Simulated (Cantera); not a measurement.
Feed: 1 mol Si₃N₄, 1.5 mol N₂O, 40 mol N₂, held at 1 atm.

These are equilibrium values from Cantera (NASA tables, ideal gas, pure condensed phases), not measurements of a reactor. Candidate condensed phases: Si, SiO₂, Si₂N₂O, Si₃N₄; 16 gas species. Mutual solubility and eutectic melting of coexisting phases are not modelled. Kinetics and transport are ignored.

Question: What share of the Si ends up in condensed phases as a function of T (°C), at 727, 927, 1127, 1327, 1527, 1727, 1927?

Answer: 
```
T (°C)  Si condensed (%)                    as
------  ----------------  --------------------
727                100.0             Si₂N₂O(s)
927                100.0             Si₂N₂O(s)
1127               100.0             Si₂N₂O(s)
1327               100.0             Si₂N₂O(s)
1527                99.9  Si₂N₂O(s) + Si₃N₄(s)
1727                95.8  Si₂N₂O(s) + Si₃N₄(s)
1927                49.1                 Si(l)
```
